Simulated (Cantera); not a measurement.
A closed system holds: 1 mol SiCl₄, a varied amount of H₂, equilibrated at 0.110 bar.

Method: chemical equilibrium by Gibbs-energy minimisation in Cantera with the NASA 1993 tables (ideal gas, pure condensed phases). Candidate condensed phases: Si; 19 gas species. The tables' values for SiCl₃ are old estimates. The numbers say what is thermodynamically allowed, not how fast it happens.

Problem. What condenses at these points (T in K, n(H₂) in mol): (1523, 57); (1623, 57); (1673, 7.5); (1573, 7.5); (1323, 110)?

Solution. 
```tsv
T (K)	n(H₂) in mol	condensed phases	Si condensed (%)
1523	57	Si	47.2
1623	57	Si	45.6
1673	7.5	gas only	0.0
1573	7.5	gas only	0.0
1323	110	Si	66.9
```
